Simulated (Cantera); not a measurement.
What does this Cantera script print?

```python
import numpy as np
import cantera as ct

gas_names = [...]  # 109 gases of nasa_gas.yaml made of C, Cl, H, Si
cond_names = """
    C(gr) C6H6(L) C7H8(L) C8H18(L),n-octa Si(cr) Si(L) SiC(b)
""".split()


# ... load() reads the species with a 1 bar reference pressure and builds the phases ...
atoms = {
    'CH3SiH3': {'C': 1, 'H': 6, 'Si': 1},
    'HCl': {'H': 1, 'CL': 1},
    'H2': {'H': 2},
    'CH4': {'C': 1, 'H': 4},
}
top_T = {'C(gr)': 4500, 'SiC(b)': 3050}  # K; cautious upper limits of use, not melting points


# ... equilibrate(T, P, feed) seeds the gas with the atoms and calls Mixture.equilibrate('TP', solver="vcs", rtol=1e-11, max_steps=5000) ...
results = []
feed = {'CH3SiH3': 1, 'HCl': 0.052, 'H2': 540, 'CH4': 0.67}  # mol
T = 1175  # K
P = 2300  # Pa
mix = equilibrate(T, P, feed)
results.append((T, P, feed, dict(zip(mix.species_names, mix.species_moles))))
x = sorted(zip(gas.X, gas.species_names), reverse=True)
print(f"T = {T:g} K  P = {P:g} Pa  gas = {mix.phase_moles(0):.4g} mol")
print("   x: " + "  ".join(f"{s} {v:.3e}" for v, s in x if v > 1e-05))
print("   condensed (mol): " + ("  ".join(f"{mix.phase(i).name} {mix.phase_moles(i):.4g}"
      for i in range(1, mix.n_phases) if mix.phase_moles(i) > 1e-12) or "none"))
```

It prints:

```
T = 1175 K  P = 2300 Pa  gas = 544.2 mol
   x: H2 9.995e-01  CH4 4.400e-04  HCL 9.556e-05
   condensed (mol): C(gr) 0.4305  SiC(b) 1
```

Equilibrium computed with Cantera from the NASA thermochemical tables; the gas is ideal and each condensed phase is pure. The feed counts by its element totals alone.
